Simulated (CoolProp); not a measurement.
The numbers come from the reference Helmholtz-energy equation of state, Span 2003 in CoolProp. It is a short technical equation, of lower accuracy than the large ones.

Q: For n-heptane, give the phase and the speed of sound (m/s), Joule-Thomson coefficient (K/MPa), expansivity (1/kK), viscosity (µPa s) at 107.65 °C and 0.101 MPa.

A: 
- 107.65 °C and 0.101 MPa: gas; speed of sound 174, Joule-Thomson coefficient 28.6, expansivity 3.15, viscosity 7.40

Viscosity comes from a separate model (Michailidou 2014).
